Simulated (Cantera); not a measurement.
Charge: 1 mol SiC, 0.0058 mol O₂, 10 mol N₂, 0.04 mol CO₂, at 0.100 bar.

Cantera equilibrium calculation (NASA polynomials, part measured and part estimated; ideal gas, pure solids and liquids). Candidate condensed phases: C, Si, SiC, SiO₂, Si₂N₂O, Si₃N₄; 34 gas species. N₂ is the only nitrogen source here; it is nearly inert below about 1500 K, so the nitride shown seldom forms there in practice. Mutual solubility and eutectic melting of coexisting phases are not modelled. Equilibrium is a limit: real reactors are often held back by kinetics, nucleation or transport.

Q: Which condensed phases are stable at each of these points (T (K)): 1025, 1125, 1225, 1325, 1425, 1525, 1625, 1725?

A: 
```csv
T (K),condensed phases,Si condensed (%)
1025,C(graphite) + Si₂N₂O(s) + Si₃N₄(s),100.0
1125,C(graphite) + Si₂N₂O(s) + Si₃N₄(s),100.0
1225,C(graphite) + Si₂N₂O(s) + Si₃N₄(s),100.0
1325,C(graphite) + Si₂N₂O(s) + Si₃N₄(s),100.0
1425,C(graphite) + Si₂N₂O(s) + Si₃N₄(s),100.0
1525,C(graphite) + SiC(s) + Si₂N₂O(s),100.0
1625,SiC(s) + Si₂N₂O(s),100.0
1725,SiC(s) + Si₂N₂O(s),99.6
```

From 1025 K to 1425 K the condensed part is C(graphite) + Si₂N₂O(s) + Si₃N₄(s). At 1525 K the condensed part is C(graphite) + SiC(s) + Si₂N₂O(s). From 1625 K to 1725 K the condensed part is SiC(s) + Si₂N₂O(s).
